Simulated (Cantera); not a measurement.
Input: 1 mol MgO, 0.056 mol SO₃, 6.9 mol H₂O, 1.6 mol H₂S, held at 652 °C and 1330 Pa.

Method: chemical equilibrium by Gibbs-energy minimisation in Cantera with the NASA 1993 tables (ideal gas, pure condensed phases). Candidate condensed phases: H₂O, H₂SO₄, Mg, MgO, Mg(OH)₂, MgS, MgSO₄, S; 26 gas species. Gases not in the tables: S₃ to S₇. The numbers say what is thermodynamically allowed, not how fast it happens.

Base state: H₂O 0.805, H₂S 0.144, H₂ 0.0262, S₂ 0.0214, SO₂ 0.00295, S₂O 6.25e-5 (mole fractions); condensed: MgO(s).

Problem. What changes in the equilibrium state with this change: temperature from 652 °C to 900 °C?

Solution. 
```tsv
species	before	after
H₂O	0.805	0.761
H₂	0.0262	0.105
H₂S	0.144	0.0738
SO₂	0.00295	0.0100
S₂	0.0214	0.0493
SO	1.23e-6	7.93e-5
SH	9.37e-6	0.000221
S₂O	6.25e-5	0.000194
MgO(s), mol	1.00	1.00
```

Problem. What changes in the equilibrium state with this change: H₂O from 6.9 to 1.2 mol?

Solution. 
```tsv
species	before	after
H₂O	0.805	0.458
H₂S	0.144	0.434
S₂	0.0214	0.0602
H₂	0.0262	0.0470
SO₂	0.00295	0.000495
SH	9.37e-6	2.11e-5
S₂O	6.25e-5	5.56e-5
MgO(s), mol	1.00	1.00
```
